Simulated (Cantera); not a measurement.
Standard-state values (1 bar) from the NASA 1993 polynomials, evaluated with Cantera. Values are per mole of reaction as written; species without (g) are pure solids or liquids, kept so even where they would boil at 1 bar.

CO2(g) + Pb(g) ⇌ PbO + CO(g), with ΔH° = -131.6 kJ and ΔS° = -125.1 J/K at 300 K.

### Question
How far is the shortcut ΔG° ≈ ΔH°(300 K) − T·ΔS°(300 K) from the full temperature-dependent value at 573, 723, 873, 1023, 1173, 1323, 1473 K?

### Answer
| T (K) | shortcut (kJ) | full (kJ) | difference (kJ) | difference in log10 K | condensed phases |
|---|---|---|---|---|---|
| 573 | -59.9 | -61.6 | 1.7 | -0.16 | PbO(red) |
| 723 | -41.2 | -44.9 | 3.7 | -0.27 | PbO(red) |
| 873 | -22.4 | -28.7 | 6.3 | -0.38 | PbO(yellow) |
| 1023 | -3.7 | -13.0 | 9.3 | -0.47 | PbO(yellow) |
| 1173 | 15.1 | 2.2 | 12.9 | -0.58 | PbO(l) |
| 1323 | 33.9 | 13.9 | 20.0 | -0.79 | PbO(l) |
| 1473 | 52.6 | 25.3 | 27.4 | -0.97 | PbO(l) |
The shortcut ignores heat capacities and the phase changes listed.
